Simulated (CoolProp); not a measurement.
C3F8 (R218) along the isotherm 119.35 °C: fugacity coefficient from the reference equation and from simpler models built on Tc = 71.9 °C, pc = 2.640 MPa, ω = 0.317; each cubic takes its own stable root.

The numbers come from the reference Helmholtz-energy equation of state, Lemmon 2006 in CoolProp. It is a short technical equation, of lower accuracy than the large ones.

```json
[
 {"p (MPa)": "0.0417", "phase": "gas", "reference": "0.9968", "van der Waals": "0.9966", "Redlich-Kwong": "0.9963", "Soave-Redlich-Kwong": "0.9966", "Peng-Robinson": "0.9961"},
 {"p (MPa)": "0.0791", "phase": "gas", "reference": "0.9938", "van der Waals": "0.9935", "Redlich-Kwong": "0.9930", "Soave-Redlich-Kwong": "0.9936", "Peng-Robinson": "0.9926"},
 {"p (MPa)": "0.15", "phase": "gas", "reference": "0.9883", "van der Waals": "0.9877", "Redlich-Kwong": "0.9868", "Soave-Redlich-Kwong": "0.9879", "Peng-Robinson": "0.9861"},
 {"p (MPa)": "0.284", "phase": "gas", "reference": "0.9780", "van der Waals": "0.9768", "Redlich-Kwong": "0.9750", "Soave-Redlich-Kwong": "0.9772", "Peng-Robinson": "0.9737"},
 {"p (MPa)": "0.539", "phase": "gas", "reference": "0.9583", "van der Waals": "0.9561", "Redlich-Kwong": "0.9529", "Soave-Redlich-Kwong": "0.9570", "Peng-Robinson": "0.9506"},
 {"p (MPa)": "1.02", "phase": "gas", "reference": "0.9215", "van der Waals": "0.9173", "Redlich-Kwong": "0.9119", "Soave-Redlich-Kwong": "0.9197", "Peng-Robinson": "0.9082"},
 {"p (MPa)": "1.94", "phase": "gas", "reference": "0.8520", "van der Waals": "0.8437", "Redlich-Kwong": "0.8358", "Soave-Redlich-Kwong": "0.8506", "Peng-Robinson": "0.8312"},
 {"p (MPa)": "3.67", "phase": "supercritical", "reference": "0.7259", "van der Waals": "0.7040", "Redlich-Kwong": "0.7006", "Soave-Redlich-Kwong": "0.7298", "Peng-Robinson": "0.7009"},
 {"p (MPa)": "6.96", "phase": "supercritical", "reference": "0.5409", "van der Waals": "0.5134", "Redlich-Kwong": "0.5137", "Soave-Redlich-Kwong": "0.5597", "Peng-Robinson": "0.5256"},
 {"p (MPa)": "13.2", "phase": "supercritical", "reference": "0.4150", "van der Waals": "0.4206", "Redlich-Kwong": "0.3965", "Soave-Redlich-Kwong": "0.4432", "Peng-Robinson": "0.4024"}
]
```
